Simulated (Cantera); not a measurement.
## Catalytic combustion on Pt

An isothermal plug-flow reactor at 800 K and 0.207 atm (inlet), inlet velocity 3.8 m/s, active area per volume 330 1/m; feed 0.244 % H₂, 15.9 % O₂, 83.8 % N₂, equivalence ratio 0.0077.

Model: Deutschmann's 1995 Pt surface mechanism with GRI-Mech 3.0 gas chemistry, integrated in Cantera. Catalytic surfaces can have several steady states; this one follows from the mechanism file's or the stated starting coverage. Mass transfer to the wall is taken as infinitely fast.

```tsv
z (m)	x H₂	x O₂	x H₂O	θ free Pt	θ O*
0.00042	0.00224	0.159	0.000201	0.0684	0.931
0.00081	0.00207	0.159	0.000370	0.0675	0.932
0.0016	0.00177	0.159	0.000669	0.0658	0.934
0.003	0.00136	0.159	0.00109	0.0635	0.936
0.0058	0.000811	0.158	0.00163	0.0607	0.939
0.011	0.000325	0.158	0.00212	0.0583	0.941
0.022	4.97e-5	0.158	0.00239	0.0571	0.942
0.042	1.70e-6	0.158	0.00244	0.0568	0.943
```
x: gas mole fraction; θ: surface coverage.
